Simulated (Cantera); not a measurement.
Feed: 1 mol Hg, 0.13 mol O₂, 28 mol H₂, held at 948 K and 1.33 mbar.

These are equilibrium values from Cantera (NASA tables, ideal gas, pure condensed phases), not measurements of a reactor. Candidate condensed phases: H₂O, Hg, HgO; 10 gas species. The numbers say what is thermodynamically allowed, not how fast it happens.

Base state: H₂ 0.957, Hg 0.0345, H₂O 0.00897 (mole fractions); condensed: gas only.

Question: What changes in the equilibrium state with this change: O₂ from 0.13 to 0.038 mol?

Answer: 
| species | before | after |
|---|---|---|
| H₂ | 0.957 | 0.963 |
| Hg | 0.0345 | 0.0345 |
| H₂O | 0.00897 | 0.00262 |
